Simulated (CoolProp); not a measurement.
100 sccm (0 °C, 1 atm) of nitrogen bubbles through liquid toluene at 315.9 K and leaves saturated at a total pressure of 0.0879 MPa (ideal gas phase). Each further row changes one setting.

Model: reference Helmholtz-energy equation of state, Lemmon 2006, in CoolProp. It is a short technical equation, of lower accuracy than the large ones.

```tsv
case	vapour pressure (kPa)	mole fraction of vapour	delivery (mg/min)	delivery (sccm)	change of delivery for a bath 1 K warmer (%)
as stated	8.94	0.102	46.6	11.3	5.1
bath temperature 320.9 K	11.2	0.127	59.8	14.5	5.1
total pressure 0.176 MPa	8.94	0.0508	22.0	5.35	4.8
```
